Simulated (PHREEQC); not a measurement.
0.68 g of hydrous ferric oxide (600 m²/g; 0.2 weak and 0.005 strong sites per Fe, Dzombak-Morel constants, diffuse double layer) in 1 kg of water with 0.001 mol/kgw of an inert sodium salt and 2.1e-06 mol ZnSO4, at 25 °C; the pH is set by adding NaOH or the inert anion's acid. O2 is buffered at 0.21 atm. No CO2 enters from the air. Nothing may precipitate in this run.

Base run: PHREEQC, ion-association model, wateq4f.dat. Each further column changes one thing. The table gives S sorbed (%).

```json
[
 {"pH": "4", "base": "100.0", "no electrostatic term (-no_edl)": "0.4", "background salt from 0.001 to 0.0001 mol/kgw": "100.0", "oxide from 0.68 to 3.4 g/kgw": "100.0", "0.0027 mol/kgw ZnCl2 added": "100.0"},
 {"pH": "4.75", "base": "100.0", "no electrostatic term (-no_edl)": "0.4", "background salt from 0.001 to 0.0001 mol/kgw": "100.0", "oxide from 0.68 to 3.4 g/kgw": "100.0", "0.0027 mol/kgw ZnCl2 added": "99.9"},
 {"pH": "5.5", "base": "99.8", "no electrostatic term (-no_edl)": "0.4", "background salt from 0.001 to 0.0001 mol/kgw": "99.9", "oxide from 0.68 to 3.4 g/kgw": "100.0", "0.0027 mol/kgw ZnCl2 added": "99.4"},
 {"pH": "6.25", "base": "96.2", "no electrostatic term (-no_edl)": "0.4", "background salt from 0.001 to 0.0001 mol/kgw": "97.2", "oxide from 0.68 to 3.4 g/kgw": "99.2", "0.0027 mol/kgw ZnCl2 added": "97.0"},
 {"pH": "7", "base": "49.4", "no electrostatic term (-no_edl)": "0.5", "background salt from 0.001 to 0.0001 mol/kgw": "54.0", "oxide from 0.68 to 3.4 g/kgw": "82.9", "0.0027 mol/kgw ZnCl2 added": "92.8"},
 {"pH": "7.75", "base": "3.3", "no electrostatic term (-no_edl)": "0.7", "background salt from 0.001 to 0.0001 mol/kgw": "3.7", "oxide from 0.68 to 3.4 g/kgw": "14.6", "0.0027 mol/kgw ZnCl2 added": "75.2"},
 {"pH": "8.5", "base": "0.1", "no electrostatic term (-no_edl)": "0.6", "background salt from 0.001 to 0.0001 mol/kgw": "0.1", "oxide from 0.68 to 3.4 g/kgw": "0.6", "0.0027 mol/kgw ZnCl2 added": "32.2"},
 {"pH": "9.25", "base": "0.0", "no electrostatic term (-no_edl)": "0.3", "background salt from 0.001 to 0.0001 mol/kgw": "0.0", "oxide from 0.68 to 3.4 g/kgw": "0.0", "0.0027 mol/kgw ZnCl2 added": "2.8"},
 {"pH": "10", "base": "0.0", "no electrostatic term (-no_edl)": "0.1", "background salt from 0.001 to 0.0001 mol/kgw": "0.0", "oxide from 0.68 to 3.4 g/kgw": "0.0", "0.0027 mol/kgw ZnCl2 added": "0.1"}
]
```

 In at least one series the solution becomes supersaturated in solids that the run did not let form, among them Zn(OH)2-e, Zn4(OH)6SO4, Zn5(OH)8Cl2.
